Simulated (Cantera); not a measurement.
Charge: 1 mol Si, 0.028 mol CO2, 140 mol H2, 1.7 mol N2O, held at 1048.15 K and 3.60 bar.

Method: chemical equilibrium by Gibbs-energy minimisation in Cantera with the NASA 1993 tables (ideal gas, pure condensed phases). Candidate condensed phases: C, C6H6, C7H8, C8H18, H2O, Si, SiC, SiO2, Si2N2O, Si3N4; 151 gas species. Mutual solubility and eutectic melting of coexisting phases are not modelled. Rates play no part.

Base state: H2 0.988, N2 0.0113, CH4 0.000198, NH3 0.000162, H2O 6.41e-5 (mole fractions); condensed: SiO2(β-quartz) + Si2N2O(s).

Task: What changes in the equilibrium state with this change: Si replaced by Si3N4?

Result: 
```json
[
 {"species": "H2", "before": "0.988", "after": "0.984"},
 {"species": "N2", "before": "0.0113", "after": "0.0159"},
 {"species": "CH4", "before": "0.000198", "after": "0.000197"},
 {"species": "NH3", "before": "0.000162", "after": "0.000190"},
 {"species": "H2O", "before": "6.41e-5", "after": "7.16e-5"},
 {"species": "SiO2(β-quartz), mol", "before": "0.831", "after": "0.164"},
 {"species": "Si2N2O(s), mol", "before": "0.0844", "after": "1.42"}
]
```

Task: What changes in the equilibrium state with this change: N2O from 1.7 to 2.3 mol?

Result: 
```csv
species,before,after
H2,0.988,0.981
N2,0.0113,0.0161
H2O,6.41e-5,0.00250
NH3,0.000162,0.000190
CH4,0.000198,0.000193
"SiO2(β-quartz), mol",0.831,1.00
"Si2N2O(s), mol",0.0844,0
```

Task: What changes in the equilibrium state with this change: Si replaced by SiC?

Result: 
```
species                before     after
-------------------  --------  --------
H2                      0.988     0.981
N2                     0.0113    0.0114
CH4                  0.000198   0.00731
NH3                  0.000162  0.000160
H2O                   6.41e-5   6.38e-5
SiO2(β-quartz), mol     0.831     0.831
Si2N2O(s), mol         0.0844    0.0845
```
